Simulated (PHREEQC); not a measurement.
# Nickel, zinc or cadmium bath: an equilibrium model

A solution holds 0.0018 mol/kgw Ni(NO3)2 and 0.0058 mol/kgw NiCl2, at 25 °C. Closed to the air; pH follows from the charge balance.

Computed with PHREEQC (ion-association model, wateq4f.dat).

No solid was allowed to form.

Problem. Predict the pH.

Solution. pH 6.11.

Problem. In which forms is Cl present?

Solution. Cl- 99 %, NiCl+ 1.0 % of the Cl.
